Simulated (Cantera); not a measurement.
A closed system holds: 1 mol Si(CH3)4, 0.034 mol HCl, 60 mol H2, held at 2200 K and 13.3 mbar.

Method: chemical equilibrium by Gibbs-energy minimisation in Cantera with the NASA 1993 tables (ideal gas, pure condensed phases). Candidate condensed phases: C, C6H6, C7H8, C8H18, Si, SiC; 109 gas species. Gases not in the tables: Si2H6 and higher silanes. Rates play no part.

Base state: H2 0.946, H 0.0474, Si 0.00297, C2H2 (acetylene) 0.00242, HCl 0.000481, SiC2 0.000285, Si2C 0.000174, SiH 0.000148 (mole fractions); condensed: C(graphite) + SiC(s).

Question: What changes in the equilibrium state with this change: HCl from 0.034 to 3.1 mol?

Answer: 
| species | before | after |
|---|---|---|
| H2 | 0.946 | 0.904 |
| H | 0.0474 | 0.0464 |
| HCl | 0.000481 | 0.0411 |
| Cl | 1.76e-5 | 0.00154 |
| Si | 0.00297 | 0.00297 |
| SiCl2 | 5.07e-8 | 0.000387 |
| SiCl | 2.10e-6 | 0.000183 |
| SiH2 | 3.03e-5 | 2.89e-5 |
| C2H2 (acetylene) | 0.00242 | 0.00232 |
| C(graphite), mol | 2.88 | 2.93 |
| SiC(s), mol | 0.743 | 0.690 |
The tables' values for SiCl are old estimates; treat these amounts as uncertain.
